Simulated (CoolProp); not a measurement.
Carbon dioxide along the isotherm -51.55 °C: Z from the reference equation and from simpler models built on Tc = 31.0 °C, pc = 73.77 bar, ω = 0.224; each cubic takes its own stable root.

The numbers come from the reference Helmholtz-energy equation of state, Span 1996 in CoolProp.

```json
[
 {"p (bar)": "41", "phase": "liquid", "reference": "0.08385"},
 {"p (bar)": "82", "phase": "liquid", "reference": "0.1665"},
 {"p (bar)": "123", "phase": "liquid", "reference": "0.2480"},
 {"p (bar)": "164", "phase": "liquid", "reference": "0.3285"}
]
```

Task: How far does each simpler model (van der Waals, Redlich-Kwong) lie from the reference over these 4 states: mean and median of the absolute difference, and the worst?

Result: 
- van der Waals: mean 57.7 %, median 57.4 %, worst +60.9 % at -51.55 °C and 41 bar
- Redlich-Kwong: mean 11.1 %, median 11.0 %, worst +12.1 % at -51.55 °C and 41 bar
